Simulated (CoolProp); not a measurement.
Dimethyl ether along the isotherm 320 K: fugacity coefficient from the reference equation and from simpler models built on Tc = 400.4 K, pc = 53.37 bar, ω = 0.196; each cubic takes its own stable root.

Model: reference Helmholtz-energy equation of state, Wu 2011, in CoolProp.

```tsv
p (bar)	phase	reference
1.58	gas	0.9780
3	gas	0.9583
5.68	gas	0.9212
10.8	liquid	0.8364
20.4	liquid	0.4547
38.7	liquid	0.2521
73.4	liquid	0.1461
139	liquid	0.09193
264	liquid	0.06702
500	liquid	0.06393
```

**Question.** How far does each simpler model (van der Waals, Redlich-Kwong, Soave-Redlich-Kwong, Peng-Robinson) lie from the reference over these 10 states: mean and median of the absolute difference, and the worst?

**Answer.** 
- van der Waals: mean 76.3 %, median 79.9 %, worst +234.1 % at 320 K and 500 bar
- Redlich-Kwong: mean 17.0 %, median 22.1 %, worst +37.6 % at 320 K and 500 bar
- Soave-Redlich-Kwong: mean 4.4 %, median 3.2 %, worst +13.7 % at 320 K and 500 bar
- Peng-Robinson: mean 0.8 %, median 0.4 %, worst -4.1 % at 320 K and 500 bar

At some of these states van der Waals, Redlich-Kwong gives the other phase, because its saturation line lies elsewhere.
